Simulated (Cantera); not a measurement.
Charge: 1 mol LiOH, 1 mol H₂, 1.4 mol O₂, equilibrated at 977 °C and 0.230 bar.

Equilibrium computed with Cantera from the NASA thermochemical tables; the gas is ideal and each condensed phase is pure. Candidate condensed phases: H₂O, Li, LiH, LiOH, Li₂O; 17 gas species. Equilibrium is a limit: real reactors are often held back by kinetics, nucleation or transport.

Base state: H₂O 0.623, O₂ 0.374, LiOH 0.00288, Li₂(OH)₂ 0.000127, OH 2.39e-5 (mole fractions); condensed: Li₂O(s).

### Question
What changes in the equilibrium state with this change: temperature from 977 °C to 650 °C?

### Answer
| species | before | after |
|---|---|---|
| H₂O | 0.623 | 0.526 |
| O₂ | 0.374 | 0.474 |
| LiOH | 0.00288 | 4.53e-6 |
| OH | 2.39e-5 | 9.14e-8 |
| Li₂(OH)₂ | 0.000127 | 1.46e-6 |
| Li₂O(s), mol | 0.496 | 0 |
| LiOH(l), mol | 0 | 1.000 |
Condensed phases not in the tables: the peroxide.
